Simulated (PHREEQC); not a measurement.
PHREEQC input (ion-association model, phreeqc.dat):

```
SOLUTION 0
  temp 15
  units mmol/kgw
  pH 7 charge
  Cl 13.05
  Pb 0.12
  Sr 6.4
  O(0) 1 O2(g) -0.68
SOLUTION 1-30
  temp 15
  units mmol/kgw
  pH 7 charge
  Cl 29.01
  K 29
  O(0) 1 O2(g) -0.68
END
EXCHANGE 1-30
  X 0.0058
  -equilibrate 1
END
SELECTED_OUTPUT 1
  -reset false
  -pH true
  -pe true
  -ionic_strength true
  -water true
  -step true
  -totals Cl K Pb Sr
  -molalities KX PbX2 SrX2
  -saturation_indices Sylvite Pb(OH)2
PRINT
  -reset false
TRANSPORT
  -cells 30
  -shifts 90
  -lengths 0.0166667
  -time_step 60
  -dispersivities 0.018
  -boundary_conditions flux flux
  -correct_disp true
  -punch_cells 30
  -punch_frequency 3
END
```

Selected output (columns that matter, 14 of 31 rows; pore volumes added in front):

```
pore volumes	pH	mu	Cl	K	Pb	Sr	m_KX	m_PbX2	m_SrX2	si_Sylvite	si_Pb(OH)2
0	5.0569	0.02901	0.02901	0.029	0	0	0.0058	0	0	-4.065	-1000
0.2167	5.0569	0.02901	0.02901	0.029	0	2.5907e-24	0.0058	0	2.373e-24	-4.065	-1000
0.5167	5.0568	0.028879	0.028879	0.028869	1.4605e-10	9.0348e-09	0.0058	1.349e-10	8.3506e-09	-4.0687	-8.6764
0.7167	5.0555	0.026908	0.026906	0.026893	2.0527e-08	1.456e-06	0.0057969	2.222e-08	1.5491e-06	-4.1261	-6.5159
0.9167	5.052	0.022255	0.022234	0.02218	2.589e-07	2.1604e-05	0.0057331	4.2171e-07	3.3053e-05	-4.2822	-5.3828
1.2167	5.0468	0.017202	0.01613	0.013964	1.3439e-05	0.0010648	0.0032009	1.8464e-05	0.0012811	-4.6094	-3.6225
1.4167	5.0454	0.017722	0.014249	0.0072502	5.0869e-05	0.0034435	0.0012244	3.9073e-05	0.0022487	-4.9496	-3.037
1.6167	5.0446	0.018573	0.013468	0.0031813	8.2193e-05	0.005056	0.00047771	5.062e-05	0.0026105	-5.3344	-2.8285
1.8167	5.0442	0.019091	0.013185	0.0012821	0.00010081	0.0058455	0.00018381	5.6909e-05	0.0027512	-5.7398	-2.7409
2.1167	5.0438	0.01941	0.013072	0.00029804	0.00011346	0.0062687	4.1757e-05	6.1319e-05	0.0028178	-6.3781	-2.6908
2.3167	5.0437	0.01948	0.013056	0.00010797	0.00011685	0.0063524	1.506e-05	6.2611e-05	0.0028299	-6.8198	-2.6784
2.5167	5.0437	0.019508	0.013052	3.8183e-05	0.00011848	0.0063833	5.3166e-06	6.3283e-05	0.0028341	-7.2715	-2.6725
2.8167	5.0437	0.01952	0.01305	7.7631e-06	0.0001195	0.0063968	1.0801e-06	6.373e-05	0.0028357	-7.9634	-2.6689
3.0167	5.0436	0.019522	0.01305	2.6388e-06	0.00011976	0.006399	3.671e-07	6.3853e-05	0.002836	-8.432	-2.668
```
